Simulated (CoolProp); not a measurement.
Vapour-liquid equilibrium of R22 (1) + methanol (2) at 44.4 kPa; x and y are mole fractions of (1).

The numbers come from the multi-fluid Helmholtz-energy mixture model, Kamei 1995 and de Reuck 1993; pair parameters Bell 2016 in CoolProp.

```
x     bubble temperature, mixture model (°C)  bubble temperature, Raoult's law (°C)  y, mixture model  y, Raoult's law
----  --------------------------------------  -------------------------------------  ----------------  ---------------
0.05                                    -1.7                                   12.2               [?]            0.819
0.2                                      [?]                                  -22.9               [?]            0.985
0.35                                     [?]                                  -36.0               [?]            0.996
0.5                                      [?]                                  -43.6             0.999            0.998
0.65                                     [?]                                  -48.9             0.999            0.999
0.8                                      [?]                                  -52.9             0.999            1.000
0.95                                   -56.1                                  -56.1             1.000            1.000
```

Complete the blanks.


- 0.05, y, mixture model: 0.920
- 0.2, bubble temperature, mixture model (°C): -33.6
- 0.2, y, mixture model: 0.993
- 0.35, bubble temperature, mixture model (°C): -43.0
- 0.35, y, mixture model: 0.997
- 0.5, bubble temperature, mixture model (°C): -48.0
- 0.65, bubble temperature, mixture model (°C): -51.2
- 0.8, bubble temperature, mixture model (°C): -53.7

The largest gap from Raoult's law is -13.9 K in bubble temperature, at x = 0.05. No azeotrope shows between x = 0.05 and 0.95.

Pair parameters are fitted to limited data, so mixtures are less certain than the pure fluids. With so large a gap from Raoult's law the liquid may split in two, which this calculation doesn't test in full.
